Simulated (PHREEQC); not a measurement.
Synthetic water in mmol/kgw, 15 °C, pH 1.9, pe 9: Na 0.625; K 2.57; Ca 0.411; Mg 5.79; Cl 5.29; S(6) 17.7; Cu(2) 0.221.

Na is adjusted to close the charge balance.
Valence states are taken as typed.

Model: ion-association model, phreeqc.dat, run in PHREEQC.

```yaml
ionic_strength: 0.0454 mol/kgw
specific_conductance: 5530 µS/cm
total_alkalinity: -20.4 meq/kg
```

```json
[
 {"species": "H+", "molality": "0.0146", "activity": "0.0126", "log γ": "-0.066"},
 {"species": "SO4-2", "molality": "0.00992", "activity": "0.00476", "log γ": "-0.319"},
 {"species": "HSO4-", "molality": "0.00570", "activity": "0.00473", "log γ": "-0.081"},
 {"species": "Cl-", "molality": "0.00529", "activity": "0.00435", "log γ": "-0.085"},
 {"species": "Na+", "molality": "0.00482", "activity": "0.00401", "log γ": "-0.080"},
 {"species": "Mg+2", "molality": "0.00407", "activity": "0.00204", "log γ": "-0.300"}
]
```

No solid was allowed to form.
